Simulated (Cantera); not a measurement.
A perfectly stirred reactor is fed with 1.19 % H2, 98.8 % O2, equivalence ratio 0.0060, at 0.00720 bar; it is held at 1025 K, and followed from long to short residence time.

Model: GRI-Mech 3.0 (53 species, 325 reactions), integrated in Cantera. Radical loss at walls, strong at low pressure, is not modelled.

x: mole fraction; the columns are a selection and need not sum to one.

```
τ (s)       x H2   x O2    x H2O       x O   x H2O2      x OH    x HO2
------  --------  -----  -------  --------  -------  --------  -------
0.64    0.000215  0.985   0.0114   0.00274      [?]  0.000362  9.63e-7
0.36    0.000304  0.984   0.0112   0.00349      [?]  0.000443  1.12e-6
0.20    0.000441  0.983   0.0109   0.00428      [?]  0.000541  1.29e-6
0.11    0.000654  0.982   0.0106   0.00500      [?]  0.000659  1.47e-6
0.064   0.000949  0.982   0.0101   0.00548      [?]  0.000782  1.62e-6
0.036    0.00143  0.981  0.00941   0.00571      [?]  0.000923  1.76e-6
0.020    0.00219  0.981  0.00849   0.00557      [?]   0.00106  1.88e-6
0.011    0.00339  0.982  0.00722   0.00499  7.26e-8   0.00117  1.94e-6
0.0063   0.00505  0.983  0.00564   0.00405  7.80e-8   0.00117  1.92e-6
0.0036   0.00736  0.985  0.00362   0.00270      [?]  0.000989  1.78e-6
0.0020    0.0104  0.987  0.00113  0.000905      [?]  0.000435  1.33e-6
```

Q: What belongs in the gaps?

A: 
- 0.64, x H2O2: 1.96e-8
- 0.36, x H2O2: 2.25e-8
- 0.20, x H2O2: 2.65e-8
- 0.11, x H2O2: 3.22e-8
- 0.064, x H2O2: 3.91e-8
- 0.036, x H2O2: 4.87e-8
- 0.020, x H2O2: 6.06e-8
- 0.0036, x H2O2: 6.50e-8
- 0.0020, x H2O2: 1.68e-8
